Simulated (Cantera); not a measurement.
## Si + N2O + N2 (thermal oxidation and active oxidation of silicon)

Input: 1 mol Si, 0.33 mol N2O, 2.3 mol N2, equilibrated at 13.0 Pa.

Method: chemical equilibrium by Gibbs-energy minimisation in Cantera with the NASA 1993 tables (ideal gas, pure condensed phases). Candidate condensed phases: Si, SiO2, Si2N2O, Si3N4; 16 gas species. Mutual solubility and eutectic melting of coexisting phases are not modelled. The tables' values for SiN are old estimates; treat these amounts as uncertain. Equilibrium is a limit: real reactors are often held back by kinetics, nucleation or transport.

From 1148 K to 1548 K the condensed part is Si2N2O(s) + Si3N4(s). At 1648 K the condensed part is Si(s). From 1748 K to 1948 K the condensed part is Si(l). At 2048 K nothing is condensed.

| T (K) | x N2 | x Si | x SiO | x Si2 | x Si2N | x SiN | n Si2N2O(s) | n Si3N4(s) | n Si(s) | n Si(l) |
|---|---|---|---|---|---|---|---|---|---|---|
| 1148 | 1.00 | 1.66e-12 | 2.97e-9 | <1e-12 | <1e-12 | <1e-12 | 0.330 | 0.113 | 0 | 0 |
| 1248 | 1.00 | 5.63e-10 | 3.97e-7 | <1e-12 | <1e-12 | 3.00e-11 | 0.330 | 0.113 | 0 | 0 |
| 1348 | 1.000 | 7.98e-8 | 2.54e-5 | 1.68e-12 | 1.62e-10 | 2.40e-9 | 0.330 | 0.113 | 0 | 0 |
| 1448 | 0.999 | 5.66e-6 | 0.000901 | 1.24e-9 | 3.70e-8 | 1.04e-7 | 0.328 | 0.114 | 0 | 0 |
| 1548 | 0.980 | 0.000233 | 0.0201 | 3.95e-7 | 4.18e-6 | 2.77e-6 | 0.287 | 0.127 | 0 | 0 |
| 1648 | 0.887 | 0.00198 | 0.111 | 6.60e-6 | 2.71e-5 | 1.54e-5 | 0 | 0 | 0.664 | 0 |
| 1748 | 0.878 | 0.0112 | 0.110 | 5.75e-5 | 0.000106 | 6.21e-5 | 0 | 0 | 0 | 0.635 |
| 1848 | 0.845 | 0.0483 | 0.106 | 0.000336 | 0.000298 | 0.000195 | 0 | 0 | 0 | 0.515 |
| 1948 | 0.727 | 0.179 | 0.0913 | 0.00163 | 0.000709 | 0.000514 | 0 | 0 | 0 | 0.00135 |
| 2048 | 0.725 | 0.183 | 0.0910 | 0.000666 | 0.000163 | 0.000413 | 0 | 0 | 0 | 0 |
x: gas mole fraction; n: condensed amount in mol.
